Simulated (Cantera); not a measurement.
# Sublimation and decomposition of ceramics: Si3N4 + Si + H2

Feed: 1 mol Si3N4, 0.32 mol Si, 0.61 mol H2, equilibrated at 2873 K and 1000 Pa.

Equilibrium computed with Cantera from the NASA thermochemical tables; the gas is ideal and each condensed phase is pure. Candidate condensed phases: Si, Si3N4; 18 gas species. The tables' values for SiN are old estimates; treat these amounts as uncertain. Equilibrium is a limit: real reactors are often held back by kinetics, nucleation or transport.

```json
{
  "x(Si)": "0.513",
  "x(N2)": "0.312",
  "x(H)": "0.149",
  "x(H2)": "0.0202",
  "x(Si2)": "0.00210",
  "x(SiN)": "0.00177",
  "x(SiH)": "0.00117",
  "x(Si2N)": "0.000120",
  "x(N)": "3.31e-5",
  "gas_amount": "6.383 mol",
  "log10 activity of Si(l) (absent)": "-1.02"
}
```
